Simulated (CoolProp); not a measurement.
n-perfluorohexane along the isobar 2.01 MPa: density (kg/m³) from the reference equation and from simpler models built on Tc = 448.0 K, pc = 1.742 MPa, ω = 0.497; each cubic takes its own stable root.

The numbers come from the reference Helmholtz-energy equation of state, Gao 2022 in CoolProp.

```
T (K)   phase  reference
-----  ------  ---------
196.8  liquid       1964
216    liquid       1910
235.2  liquid       1857
254.4  liquid       1805
273.7  liquid       1753
292.9  liquid       1700
312.1  liquid       1645
331.3  liquid       1588
350.5  liquid       1527
```

Q: How far does each simpler model (Redlich-Kwong, Peng-Robinson) lie from the reference over these 9 states: mean and median of the absolute difference, and the worst?

A: 
- Redlich-Kwong: mean 18.3 %, median 18.1 %, worst -19.6 % at 350.5 K and 2.01 MPa
- Peng-Robinson: mean 2.8 %, median 2.2 %, worst -5.4 % at 196.8 K and 2.01 MPa
